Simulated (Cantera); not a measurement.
Input: 1 mol AlN, 180 mol H2, equilibrated at 0.00490 bar.

These are equilibrium values from Cantera (NASA tables, ideal gas, pure condensed phases), not measurements of a reactor. Candidate condensed phases: Al, AlN; 13 gas species. Rates play no part.

**Question.** At 1750 K, list the 5 most abundant gas species with their mole fractions, and the condensed phases.

**Answer.** H2 0.989, Al 0.00509, H 0.00330, N2 0.00264, AlH 0.000185. Condensed: AlN(s).
